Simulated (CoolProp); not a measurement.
Vapour-liquid equilibrium of cyclohexane (1) + ethylbenzene (2) at 179.45 °C; x and y are mole fractions of (1).

Values from CoolProp's multi-fluid Helmholtz-energy mixture model, Zhou 2014 and Zhou 2012; pair parameters Bell 2016.

```json
[
 {"x": "0.05", "bubble pressure (MPa)": "0.3222", "y at the bubble point": "0.149", "dew pressure at overall composition x (MPa)": "0.2966", "liquid density (mol/L)": "6.762"},
 {"x": "0.2", "bubble pressure (MPa)": "0.4331", "y at the bubble point": "0.445", "dew pressure at overall composition x (MPa)": "0.3373", "liquid density (mol/L)": "6.835"},
 {"x": "0.35", "bubble pressure (MPa)": "0.5398", "y at the bubble point": "0.622", "dew pressure at overall composition x (MPa)": "0.3904", "liquid density (mol/L)": "6.904"},
 {"x": "0.5", "bubble pressure (MPa)": "0.6407", "y at the bubble point": "0.741", "dew pressure at overall composition x (MPa)": "0.4617", "liquid density (mol/L)": "6.972"},
 {"x": "0.65", "bubble pressure (MPa)": "0.7369", "y at the bubble point": "0.831", "dew pressure at overall composition x (MPa)": "0.5611", "liquid density (mol/L)": "7.038"},
 {"x": "0.8", "bubble pressure (MPa)": "0.8306", "y at the bubble point": "0.907", "dew pressure at overall composition x (MPa)": "0.7016", "liquid density (mol/L)": "7.107"},
 {"x": "0.95", "bubble pressure (MPa)": "0.9250", "y at the bubble point": "0.977", "dew pressure at overall composition x (MPa)": "0.8885", "liquid density (mol/L)": "7.180"}
]
```

No azeotrope shows between x = 0.05 and 0.95.

Pair parameters are fitted to limited data, so mixtures are less certain than the pure fluids.
